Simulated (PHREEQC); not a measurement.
Nickel, zinc or cadmium bath: speciation

A solution holds 2.5 mmol/kgw CdCl2 and 0.38 mmol/kgw H3BO3, at 55 °C. Closed to the air; pH follows from the charge balance.

All values are PHREEQC results (ion-association model, phreeqc.dat), not measurements.

This is a speciation only: nothing precipitates in the calculation.

### Question
Estimate the pH.

### Answer
pH 5.89.

### Question
In which forms is Cd present?

### Answer
Cd+2 75 %, CdCl+ 24 % of the Cd.

At this temperature some constants are extrapolated from 25 °C, and those without enthalpy data are left unchanged.
